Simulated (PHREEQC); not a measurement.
Model water analysis in mg/kgw, 20 °C, pH 5.9, pe 12.8:

| constituent | mg/kgw |
|---|---|
| Na | 0.0273 |
| K | 0.000953 |
| Ca | 0.0188 |
| Mg | 0.00296 |
| Cl | 0.00773 |
| S(6) as SO4 | 0.00582 |
| Alkalinity as HCO3 | 0.122 |
| Zn | 0.000154 |
| Cd | 0.00664 |
| Si as SiO2 | 0.00098 |
| B | 1.64e-05 |
| Cu(2) | 2.3e-05 |

Cl is adjusted to close the charge balance.
Valence states are taken as typed.

All values are PHREEQC results (ion-association model, phreeqc.dat), not measurements.

Each row changes one thing in this solution. No solid was allowed to form.

```json
[
 {"case": "as made", "ionic strength (mol/kgw)": "4.49e-6", "CO2 (mol/kgw)": "9.85e-6", "HCO3- (mol/kgw)": "3.26e-6", "CO3-2 (mol/kgw)": "1.10e-10", "CaHCO3+ (mol/kgw)": "1.77e-11", "SI of Quartz (SiO2)": "-3.73"},
 {"case": "all concentrations times 2 at the same typed pH", "ionic strength (mol/kgw)": "…", "CO2 (mol/kgw)": "1.59e-5", "HCO3- (mol/kgw)": "5.26e-6", "CO3-2 (mol/kgw)": "…", "CaHCO3+ (mol/kgw)": "…", "SI of Quartz (SiO2)": "-3.43"},
 {"case": "Si from 0.00098 to 0.00196 mg/kgw", "ionic strength (mol/kgw)": "4.49e-6", "CO2 (mol/kgw)": "9.85e-6", "HCO3- (mol/kgw)": "3.26e-6", "CO3-2 (mol/kgw)": "1.10e-10", "CaHCO3+ (mol/kgw)": "1.77e-11", "SI of Quartz (SiO2)": "-3.43"},
 {"case": "pH from 5.9 to 6.2 at the same alkalinity", "ionic strength (mol/kgw)": "3.86e-6", "CO2 (mol/kgw)": "…", "HCO3- (mol/kgw)": "2.62e-6", "CO3-2 (mol/kgw)": "…", "CaHCO3+ (mol/kgw)": "1.43e-11", "SI of Quartz (SiO2)": "-3.73"}
]
```

Question: Complete the blanks.

Answer: 
- all concentrations times 2 at the same typed pH, ionic strength (mol/kgw): 7.72e-6
- all concentrations times 2 at the same typed pH, CO3-2 (mol/kgw): 1.78e-10
- all concentrations times 2 at the same typed pH, CaHCO3+ (mol/kgw): 5.70e-11
- pH from 5.9 to 6.2 at the same alkalinity, CO2 (mol/kgw): 3.97e-6
- pH from 5.9 to 6.2 at the same alkalinity, CO3-2 (mol/kgw): 1.76e-10
